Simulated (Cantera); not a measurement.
Input: 1 mol Cu, 0.015 mol O2, 37 mol N2, held at 700 K and 10.0 mbar.

Cantera equilibrium calculation (NASA polynomials, part measured and part estimated; ideal gas, pure solids and liquids). Candidate condensed phases: Cu, CuO, Cu2O; 12 gas species. Kinetics and transport are ignored.

Base state: N2 1.00 (mole fractions); condensed: Cu(s) + Cu2O(s).

### Question
What changes in the equilibrium state with this change: temperature from 700 K to 2000 K?

### Answer
| species | before | after |
|---|---|---|
| N2 | 1.00 | 0.973 |
| Cu | <1e-9 | 0.0263 |
| NO | <1e-9 | 0.000269 |
| O2 | <1e-9 | 0.000210 |
| O | <1e-9 | 9.69e-5 |
| Cu(s), mol | 0.940 | 0 |
| Cu2O(s), mol | 0.0300 | 0 |

### Question
What changes in the equilibrium state with this change: Cu replaced by Pb?

### Answer
```csv
species,before,after
N2,1.00,1.00
"Cu(s), mol",0.940,0
"Cu2O(s), mol",0.0300,0
"Pb(l), mol",0,0.970
"PbO(red), mol",0,0.0300
```
Further candidate phases: Pb, PbO, PbO2, Pb3O4.
